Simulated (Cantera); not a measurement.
Feed: 1 mol MgO, 0.87 mol H₂S, 9.8 mol H₂O, held at 14.0 bar.

Equilibrium computed with Cantera from the NASA thermochemical tables; the gas is ideal and each condensed phase is pure. Candidate condensed phases: H₂O, H₂SO₄, Mg, MgO, Mg(OH)₂, MgS, MgSO₄, S; 26 gas species. Gases not in the tables: S₃ to S₇. Rates play no part.

x: gas mole fraction; n: condensed amount in mol.

| T (°C) | x H₂O | x H₂S | x H₂ | x SO₂ | x S₂ | n MgO(s) |
|---|---|---|---|---|---|---|
| 525 | 0.918 | 0.0810 | 0.00108 | 0.000297 | ? | 1.00 |
| 575 | 0.917 | 0.0807 | 0.00178 | 0.000476 | ? | 1.00 |
| 625 | 0.916 | 0.0802 | 0.00276 | 0.000724 | ? | 1.00 |
| 675 | 0.915 | 0.0794 | 0.00409 | 0.00106 | ? | 1.00 |
| 725 | 0.913 | 0.0785 | 0.00584 | 0.00148 | ? | 1.00 |
| 775 | 0.912 | 0.0773 | 0.00805 | 0.00201 | ? | 1.00 |
| 825 | 0.909 | 0.0758 | 0.0108 | 0.00266 | ? | 1.00 |
| 875 | 0.907 | 0.0740 | 0.0140 | 0.00344 | ? | 1.00 |
| 925 | 0.904 | 0.0719 | 0.0178 | 0.00434 | ? | 1.00 |
| 975 | 0.900 | 0.0696 | 0.0222 | 0.00539 | ? | 1.00 |
| 1025 | 0.896 | 0.0669 | 0.0270 | 0.00657 | ? | 1.00 |

Task: Complete the blanks.

Result: 
- 525, x S₂: 9.32e-5
- 575, x S₂: 0.000168
- 625, x S₂: 0.000282
- 675, x S₂: 0.000446
- 725, x S₂: 0.000670
- 775, x S₂: 0.000963
- 825, x S₂: 0.00133
- 875, x S₂: 0.00177
- 925, x S₂: 0.00227
- 975, x S₂: 0.00284
- 1025, x S₂: 0.00345
